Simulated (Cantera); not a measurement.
What does this Cantera script print?

```python
import numpy as np
import cantera as ct

gas = ct.Solution("gri30.yaml", transport_model="mixture-averaged")
show = ['CO2', 'H', 'OH']

rows = []
print(f"{'T/K':>7s}{'rho':>11s}{'cp':>10s}{'mu':>11s}{'lambda':>11s}{'Pr':>7s}" + "".join(f"{'D_' + s:>11s}" for s in show))
for T in [400, 550, 700, 850, 1000, 1150]:
    gas.TPX = T, 140000, {'H2': 0.35, 'CH4': 0.92, 'CO': 0.57, 'C2H4': 0.19}
    Pr = gas.cp_mass * gas.viscosity / gas.thermal_conductivity
    D = [gas.mix_diff_coeffs_mole[gas.species_index(s)] for s in show]
    rows.append([gas.density, gas.cp_mass, gas.viscosity, gas.thermal_conductivity, Pr, *D])
    print(f"{T:7g}{gas.density:11.4e}{gas.cp_mass:10.1f}{gas.viscosity:11.4e}"
          f"{gas.thermal_conductivity:11.4e}{Pr:7.3f}" + "".join(f"{d:11.4e}" for d in D))
print("SI units: kg/m3, J/kg/K, Pa s, W/m/K, m2/s")
```

Result:

```
    T/K        rho        cp         mu     lambda     Pr      D_CO2        D_H       D_OH
    400 7.6230e-01    2020.6 1.6973e-05 6.0713e-02  0.565 2.2418e-05 1.4756e-04 4.2680e-05
    550 5.5440e-01    2332.3 2.1506e-05 8.4095e-02  0.596 3.9682e-05 2.5755e-04 7.3720e-05
    700 4.3560e-01    2633.8 2.5507e-05 1.0792e-01  0.623 6.0513e-05 3.8957e-04 1.1088e-04
    850 3.5873e-01    2894.1 2.9149e-05 1.3164e-01  0.641 8.4560e-05 5.4162e-04 1.5364e-04
   1000 3.0492e-01    3130.1 3.2528e-05 1.5502e-01  0.657 1.1158e-04 7.1227e-04 2.0161e-04
   1150 2.6515e-01    3328.1 3.5703e-05 1.7794e-01  0.668 1.4138e-04 9.0045e-04 2.5450e-04
SI units: kg/m3, J/kg/K, Pa s, W/m/K, m2/s
```

Detailed kinetics in Cantera: GRI-Mech 3.0 (53 species, 325 reactions). The composition is frozen, though it would react at the higher temperatures.
